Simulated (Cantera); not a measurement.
An isothermal, constant-pressure homogeneous reactor starts with NH₃ : N₂ = 1 : 0.22 (molar parts), at 2098 K and 0.207 atm. Integrator tolerance rtol = 1e-08.

Computed with Cantera and the gas-phase N/H chemistry of the illustrative SiF4/NH3 mechanism in the Surface Chemkin manual (1991). Walls and surfaces, which speed up NH3 decomposition in real reactors, are not modelled.

Q: What does this change do: temperature 2098 to 1525 K?

A: 
```csv
quantity,before,after
x(NH₃) at 4.00 s,7.80e-6 (gas-phase equilibrium 1.13e-6),0.756 (gas-phase equilibrium 3.77e-6)
x(NH₂) at 4.00 s,1.94e-7 (gas-phase equilibrium 2.80e-8),6.17e-5 (gas-phase equilibrium 5.36e-10)
x(N₂H₂) at 4.00 s,<1e-12 (gas-phase equilibrium <1e-12),5.31e-7 (gas-phase equilibrium <1e-12)
x(N₂H₄) at 4.00 s,<1e-12 (gas-phase equilibrium <1e-12),6.20e-8 (gas-phase equilibrium <1e-12)
x(H₂) at 4.00 s,0.671 (gas-phase equilibrium 0.671),0.0522 (gas-phase equilibrium 0.676)
x(N) at 4.00 s,2.97e-8 (gas-phase equilibrium 4.29e-9),2.74e-9 (gas-phase equilibrium <1e-12)
```
